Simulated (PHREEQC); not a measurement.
Synthetic water in mg/kgw, 25 °C, pH 3.85, pe 9.7:

```json
[
 {"constituent": "Na", "mg/kgw": "1160"},
 {"constituent": "K", "mg/kgw": "42.2"},
 {"constituent": "Ca", "mg/kgw": "767"},
 {"constituent": "Mg", "mg/kgw": "11.3"},
 {"constituent": "Cl", "mg/kgw": "265"},
 {"constituent": "S(6) as SO4", "mg/kgw": "2670"},
 {"constituent": "Fe(3)", "mg/kgw": "162"}
]
```

Valence states are taken as typed.

Computed with PHREEQC (ion-association model, phreeqc.dat).

This is a speciation only: nothing precipitates in the calculation.

Q: Estimate the ionic strength, charge-balance error, density.

A: ionic strength 0.0985 mol/kgw; charge-balance error 26.3 %; density 1.002 g/cm³.

Q: In which forms is Na present?

A: Na+ 97 %, NaSO4- 3.4 % of the Na.

Examples of supersaturated solids here: Jarosite-K, Fe(OH)3(a). Others may be too. Species that the database lacks are ignored.
